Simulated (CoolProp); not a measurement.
Properties of water along the isobar 24500 kPa.

Computed with CoolProp (reference Helmholtz-energy equation of state, Wagner 2002).

| T (°C) | phase | density (kg/m³) | viscosity (µPa s) |
|---|---|---|---|
| 132.55 | liquid | 944.9 | 215 |
| 158.55 | liquid | 922.4 | 178 |
| 184.65 | liquid | 897.1 | 152 |
| 210.75 | liquid | 869.1 | 133 |
| 236.85 | liquid | 837.7 | 118 |
| 262.85 | liquid | 802.5 | 106 |
| 288.95 | liquid | 761.7 | 95.7 |
| 315.05 | liquid | 712.9 | 86.0 |
| 341.15 | liquid | 650.3 | 76.2 |
| 367.15 | liquid | 551.9 | 63.6 |
| 393.25 | supercritical | 178.1 | 29.6 |
| 419.35 | supercritical | 127.4 | 28.3 |

Viscosity comes from a separate model (Huber 2009).
